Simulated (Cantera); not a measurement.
An isothermal, constant-pressure homogeneous reactor starts with NH₃ : H₂ = 1 : 3.5 (molar parts), at 2375 K and 20.0 Torr.

Computed with Cantera and the gas-phase N/H chemistry of the illustrative SiF4/NH3 mechanism in the Surface Chemkin manual (1991). Walls and surfaces, which speed up NH3 decomposition in real reactors, are not modelled.

One state of this run: x NH₃ = 0.00741; x H₂ = 0.896; x H = 0.00862; x NH = 4.35e-5; x N₂H₄ = 5.07e-11; x N = 1.62e-5; x N₂H₂ = 1.78e-7. x: mole fraction; the columns are a selection and need not sum to one.

### Question
Which value of t (s) does it belong to?
A. 0.140
B. 0.407
C. 0.0482
D. 1.18

### Answer
A, 0.140
